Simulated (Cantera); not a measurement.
Source: NASA polynomial tables (part measured, part estimated), evaluated in Cantera. Values are per mole of reaction as written; species without (g) are pure solids or liquids, kept so even where they would boil at 1 bar.

Ta₂O₅ + NO(g) = NO₂(g) + 2 TaO₂(g)

| T (K) | ΔH° (kJ) | ΔS° (J/K) | ΔG° (kJ) | log10 K | condensed phases |
|---|---|---|---|---|---|
| 775 | 1566.4 | 405.6 | 1252.1 | -84.39 | Ta₂O₅(s) |
| 975 | 1556.4 | 394.2 | 1172.1 | -62.79 | Ta₂O₅(s) |
| 1175 | 1545.8 | 384.2 | 1094.3 | -48.65 | Ta₂O₅(s) |
| 1375 | 1534.7 | 375.5 | 1018.3 | -38.68 | Ta₂O₅(s) |
| 1575 | ___ | ___ | ___ | ___ | Ta₂O₅(s) |
| 1775 | 1511.3 | 360.6 | 871.2 | -25.64 | Ta₂O₅(s) |
| 1975 | 1499.2 | 354.2 | 799.7 | -21.15 | Ta₂O₅(s) |
| 2175 | 1361.8 | 287.5 | 736.5 | -17.69 | Ta₂O₅(l) |
| 2375 | ___ | ___ | ___ | ___ | Ta₂O₅(l) |

Problem. What belongs in the gaps?

Solution. 
- 1575, ΔH° (kJ): 1523.2
- 1575, ΔS° (J/K): 367.7
- 1575, ΔG° (kJ): 944.0
- 1575, log10 K: -31.31
- 2375, ΔH° (kJ): 1340.9
- 2375, ΔS° (J/K): 278.3
- 2375, ΔG° (kJ): 679.9
- 2375, log10 K: -14.95
